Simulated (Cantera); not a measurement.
Feed: 1 mol CuO, 0.89 mol CH4, 0.055 mol CO, equilibrated at 1823.15 K.

Method: chemical equilibrium by Gibbs-energy minimisation in Cantera with the NASA 1993 tables (ideal gas, pure condensed phases). Candidate condensed phases: C, C6H6, C7H8, C8H18, Cu, CuO, Cu(OH)2, Cu2O, H2O; 113 gas species. Rates play no part.

log p: log10 of the partial pressure in bar; n: condensed amount in mol.

| P (Pa) | log p H2 | log p CO | log p Cu | log p H2O | log p H | log p CO2 | log p Cu2 | n Cu(l) |
|---|---|---|---|---|---|---|---|---|
| 10 | -4.37 | -4.61 | -4.58 | -5.60 | -5.55 | [?] | -8.68 | 0 |
| 42 | -3.73 | -3.98 | -3.95 | -4.97 | -5.23 | [?] | -7.43 | 0 |
| 180 | -3.09 | -3.35 | -3.32 | -4.33 | -4.91 | [?] | -6.16 | 0 |
| 750 | -2.38 | -2.64 | -3.15 | -3.62 | -4.55 | [?] | -5.83 | 0.715 |
| 3200 | -1.71 | -1.97 | -3.15 | -2.96 | -4.22 | [?] | -5.83 | 0.938 |
| 13000 | -1.10 | -1.35 | -3.15 | -2.34 | -3.91 | [?] | -5.83 | 0.985 |
| 56000 | -0.46 | -0.72 | -3.15 | -1.70 | -3.59 | [?] | -5.83 | 0.997 |
| 240000 | 0.17 | -0.09 | -3.15 | -1.07 | -3.28 | [?] | -5.83 | 0.999 |
| 1000000 | 0.79 | 0.53 | -3.15 | -0.45 | -2.97 | [?] | -5.83 | 1.000 |

Task: Complete the blanks.

Result: 
- 10, log p CO2: -6.43
- 42, log p CO2: -5.81
- 180, log p CO2: -5.18
- 750, log p CO2: -4.47
- 3200, log p CO2: -3.81
- 13000, log p CO2: -3.19
- 56000, log p CO2: -2.55
- 240000, log p CO2: -1.92
- 1000000, log p CO2: -1.30
